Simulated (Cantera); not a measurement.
Charge: 1 mol CuF₂, 0.097 mol O₂, 0.17 mol H₂, at 1398 K and 0.000130 bar.

Equilibrium computed with Cantera from the NASA thermochemical tables; the gas is ideal and each condensed phase is pure. Candidate condensed phases: Cu, CuF₂, CuO, Cu(OH)₂, Cu₂O, H₂O; 27 gas species. The numbers say what is thermodynamically allowed, not how fast it happens.

Question: What is the equilibrium state?

Answer: 
| Property | Value |
|---|---|
| x(CuF₂) | 0.444 |
| x(CuF) | 0.245 |
| x(HF) | 0.234 |
| x(O₂) | 0.0668 |
| x(F) | 0.0107 |
| x(O) | 2.08e-5 |
| x(Cu) | 4.30e-6 |
| gas amount | 1.453 mol |
| log10 activity of CuF₂(l) (absent) | -2.44 |
| log10 activity of Cu(l) (absent) | -3.37 |
| log10 activity of Cu(OH)₂(s) (absent) | -22.27 |
